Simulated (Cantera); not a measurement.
Charge: 1 mol Si3N4, 0.13 mol N2, at 52.0 Pa.

These are equilibrium values from Cantera (NASA tables, ideal gas, pure condensed phases), not measurements of a reactor. Candidate condensed phases: Si, Si3N4; 7 gas species. The tables' values for SiN are old estimates; treat these amounts as uncertain. Kinetics and transport are ignored.

Question: At 1975 K, list the 4 most abundant gas species with their mole fractions, and the condensed phases.

Answer: N2 0.936, Si 0.0622, Si2 0.000606, Si2N 0.000510. Condensed: Si(l).
